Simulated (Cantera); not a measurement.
A freely propagating, adiabatic, planar premixed flame of H₂ : O₂ : N₂ : H₂O = 1 : 0.926 : 3.48 : 0.63 (molar parts), unburnt at 675 K and 6.61 atm; mixture-averaged transport, grid criteria slope 0.08 and curve 0.16, no radiation.

Detailed kinetics in Cantera: the H2/O2 subset of GRI-Mech 3.0, which has no nitrogen chemistry. The hydrogen kinetics of GRI-Mech 3.0 are dated; newer H2 mechanisms differ, most at raised pressure. Burning velocities carry a grid error of a few per cent, more on coarse grids. Lean hydrogen flames are cellular in practice and burn faster than this planar one.

x: mole fraction of selected species; z is measured from the peak of heat release.

```json
[
 {"z (mm)": "-0.241", "T (K)": "677", "u (m/s)": "0.822", "x H₂": "0.157", "x O₂": "0.155", "x H₂O": "0.106", "x H₂O₂": "4.88e-7", "x H": "<1e-8", "x OH": "<1e-8"},
 {"z (mm)": "-0.160", "T (K)": "685", "u (m/s)": "0.821", "x H₂": "0.144", "x O₂": "0.157", "x H₂O": "0.109", "x H₂O₂": "5.17e-6", "x H": "<1e-8", "x OH": "<1e-8"},
 {"z (mm)": "-0.120", "T (K)": "703", "u (m/s)": "0.830", "x H₂": "0.130", "x O₂": "0.158", "x H₂O": "0.113", "x H₂O₂": "1.80e-5", "x H": "<1e-8", "x OH": "<1e-8"},
 {"z (mm)": "-0.0802", "T (K)": "764", "u (m/s)": "0.884", "x H₂": "0.105", "x O₂": "0.159", "x H₂O": "0.126", "x H₂O₂": "7.46e-5", "x H": "<1e-8", "x OH": "<1e-8"},
 {"z (mm)": "-0.0401", "T (K)": "(withheld)", "u (m/s)": "1.13", "x H₂": "(withheld)", "x O₂": "(withheld)", "x H₂O": "(withheld)", "x H₂O₂": "(withheld)", "x H": "(withheld)", "x OH": "(withheld)"},
 {"z (mm)": "-0.0200", "T (K)": "1258", "u (m/s)": "1.41", "x H₂": "0.0407", "x O₂": "0.128", "x H₂O": "0.206", "x H₂O₂": "0.000221", "x H": "0.000162", "x OH": "0.000225"},
 {"z (mm)": "0", "T (K)": "1520", "u (m/s)": "1.70", "x H₂": "0.0195", "x O₂": "0.105", "x H₂O": "0.246", "x H₂O₂": "1.40e-5", "x H": "0.000663", "x OH": "0.00141"},
 {"z (mm)": "0.0200", "T (K)": "1675", "u (m/s)": "1.88", "x H₂": "0.00795", "x O₂": "0.0901", "x H₂O": "0.269", "x H₂O₂": "4.29e-6", "x H": "0.000685", "x OH": "0.00292"},
 {"z (mm)": "0.0401", "T (K)": "1748", "u (m/s)": "1.96", "x H₂": "0.00348", "x O₂": "0.0843", "x H₂O": "0.279", "x H₂O₂": "2.82e-6", "x H": "0.000390", "x OH": "0.00334"},
 {"z (mm)": "0.0802", "T (K)": "1798", "u (m/s)": "2.02", "x H₂": "(withheld)", "x O₂": "0.0817", "x H₂O": "0.285", "x H₂O₂": "(withheld)", "x H": "(withheld)", "x OH": "(withheld)"},
 {"z (mm)": "0.160", "T (K)": "1817", "u (m/s)": "2.04", "x H₂": "0.000210", "x O₂": "0.0813", "x H₂O": "0.287", "x H₂O₂": "6.10e-7", "x H": "1.16e-5", "x OH": "0.00144"},
 {"z (mm)": "0.321", "T (K)": "1822", "u (m/s)": "2.04", "x H₂": "4.99e-5", "x O₂": "0.0814", "x H₂O": "0.288", "x H₂O₂": "2.83e-7", "x H": "1.88e-6", "x OH": "0.000844"},
 {"z (mm)": "0.641", "T (K)": "1823", "u (m/s)": "2.04", "x H₂": "2.79e-5", "x O₂": "0.0814", "x H₂O": "0.288", "x H₂O₂": "2.15e-7", "x H": "9.34e-7", "x OH": "0.000678"}
]
```

Q: What belongs in the gaps?

A: 
- -0.0401, T (K): 1002
- -0.0401, x H₂: 0.0651
- -0.0401, x O₂: 0.146
- -0.0401, x H₂O: 0.167
- -0.0401, x H₂O₂: 0.000288
- -0.0401, x H: 5.26e-6
- -0.0401, x OH: 6.27e-6
- 0.0802, x H₂: 0.00101
- 0.0802, x H₂O₂: 1.49e-6
- 0.0802, x H: 9.47e-5
- 0.0802, x OH: 0.00258
